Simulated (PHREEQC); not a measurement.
Synthetic water in mg/L, 7.8 °C, pH 2.69, pe 10.3:

```
constituent  mg/L
-----------  ----
Na            706
K            69.6
Ca            428
Mg           51.2
Cl            236
S(6) as SO4  2600
Zn           5.29
```

Valence states are taken as typed.

Model: ion-association model, wateq4f.dat, run in PHREEQC.

Question: The ionic strength comes out as 0.0777 mol/kgw. What activity coefficients do NaSO4-, Na+, SO4-2, Mg+2, Zn+2 get?

Answer: NaSO4- 0.81, Na+ 0.80, SO4-2 0.41, Mg+2 0.44, Zn+2 0.44.

Precipitation was switched off in this run. Species that the database lacks are ignored. Constants without temperature data keep their 25 °C values here.
